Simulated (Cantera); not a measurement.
What does this Cantera script print?

```python
import numpy as np
import cantera as ct

gas = ct.Solution("gri30.yaml")
gas.TPX = 1225, 1000000, {'CH4': 1, 'O2': 1.05, 'N2': 3.96}
reactor = ct.IdealGasReactor(gas, energy="on", clone=False)
net = ct.ReactorNet([reactor])
net.rtol, net.atol = 1e-08, 1e-16
show = ['CH4', 'O2', 'CH2', 'HCN', 'H']
times = np.geomspace(3e-06, 0.2, 11)

steps = ct.SolutionArray(gas, extra=["t"])
rows = []
print(f"{'t/s':>10s}{'T/K':>9s}{'P/Pa':>11s}" + "".join(f"{s:>11s}" for s in show))
for t in times:
    while net.time < t:
        t_next = net.step()
        steps.append(gas.state, t=t_next)
    rows.append([np.interp(t, steps.t, y) for y in (steps.T, steps.P, *steps(*show).X.T)])
    print(f"{t:10.3e}{rows[-1][0]:9.1f}{rows[-1][1]:11.4g}" + "".join(f"{x:11.3e}" for x in rows[-1][2:]))
rate = np.gradient(steps.T, steps.t)
print("integrator steps:", len(steps.t))
if steps.T.max() > steps.T[0] + 200:
    print(f"time of steepest temperature rise: {steps.t[rate.argmax()]:.4e} s")
gas.TPX = 1225, 1000000, {'CH4': 1, 'O2': 1.05, 'N2': 3.96}
gas.equilibrate("UV")
print(f"equilibrium (UV): T = {gas.T:.1f} K  " + "  ".join(f"{s} {gas[s].X[0]:.3e}" for s in show))
```

Result:

```
       t/s      T/K       P/Pa        CH4         O2        CH2        HCN          H
 3.000e-06   1225.0      1e+06  1.664e-01  1.747e-01  3.636e-17  1.482e-23  1.642e-11
 9.110e-06   1225.0      1e+06  1.664e-01  1.747e-01  4.102e-16  1.438e-22  3.560e-11
 2.766e-05   1225.0      1e+06  1.664e-01  1.747e-01  6.433e-15  1.593e-21  1.288e-10
 8.400e-05   1225.0      1e+06  1.664e-01  1.747e-01  1.408e-13  2.589e-20  7.270e-10
 2.551e-04   1225.2      1e+06  1.663e-01  1.747e-01  7.084e-13  4.057e-19  1.858e-09
 7.746e-04   1226.0  1.001e+06  1.662e-01  1.746e-01  1.234e-12  2.622e-18  3.423e-09
 2.352e-03   1232.6  1.006e+06  1.650e-01  1.738e-01  6.139e-12  3.598e-17  1.632e-08
 7.143e-03   2685.3  2.545e+06  2.877e-09  6.802e-06  6.734e-11  1.992e-06  4.093e-03
 2.169e-02   2685.3  2.545e+06  2.877e-09  6.802e-06  6.734e-11  1.992e-06  4.093e-03
 6.586e-02   2685.3  2.545e+06  2.877e-09  6.802e-06  6.734e-11  1.992e-06  4.093e-03
 2.000e-01   2685.3  2.545e+06  2.877e-09  6.802e-06  6.734e-11  1.992e-06  4.093e-03
integrator steps: 2274
time of steepest temperature rise: 4.6442e-03 s
equilibrium (UV): T = 2685.3 K  CH4 3.216e-09  O2 6.802e-06  CH2 7.430e-11  HCN 1.992e-06  H 4.093e-03
```

Detailed kinetics in Cantera: GRI-Mech 3.0 (53 species, 325 reactions).
